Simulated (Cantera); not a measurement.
Stirred combustor or abatement burner

A perfectly stirred reactor is fed with 9.72 % CH₄, 1.94 % H₂, 18.6 % O₂, 69.8 % N₂, equivalence ratio 1.1, at 5.00 bar; it is adiabatic with a 675 K inlet, and is followed from long to short residence time, starting on the burning branch (τ in s: 0.033, 0.013, 0.0052, 0.0021, 0.00081, 0.00032, 0.00013, 5.1e-05, 2e-05).

Detailed kinetics in Cantera: GRI-Mech 3.0 (53 species, 325 reactions).

```csv
τ (s),T (K),x CH₄,x H₂,x O₂,x H,x C₂H₂
0.033,2465,2.50e-6,0.0134,0.00129,0.00120,1.07e-9
0.013,2461,5.74e-6,0.0135,0.00150,0.00130,4.93e-9
0.0052,2452,1.22e-5,0.0138,0.00193,0.00149,1.88e-8
0.0021,2436,2.40e-5,0.0144,0.00269,0.00183,5.74e-8
0.00081,2409,4.68e-5,0.0154,0.00399,0.00243,1.55e-7
0.00032,2369,8.97e-5,0.0168,0.00591,0.00335,3.68e-7
0.00013,2316,0.000174,0.0186,0.00853,0.00464,8.62e-7
5.1e-5,2246,0.000378,0.0208,0.0124,0.00626,2.40e-6
2.0e-5,2156,0.000998,0.0233,0.0191,0.00730,1.00e-5
```
x: mole fraction; the columns are a selection and need not sum to one.
